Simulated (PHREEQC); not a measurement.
Solution (25 °C): 1.6 mmol/kgw NH3, 9.3 mmol/kgw KHCO3 and 2.4 mmol/kgw CO2. Closed to the air; pH follows from the charge balance.

All values are PHREEQC results (ion-association model, phreeqc.dat), not measurements.

This is a speciation only: nothing precipitates in the calculation.

Q: Predict the pH.

A: pH 7.42.

Q: In which forms is C present?

A: HCO3- 93 %, CO2 7.2 % of the C.
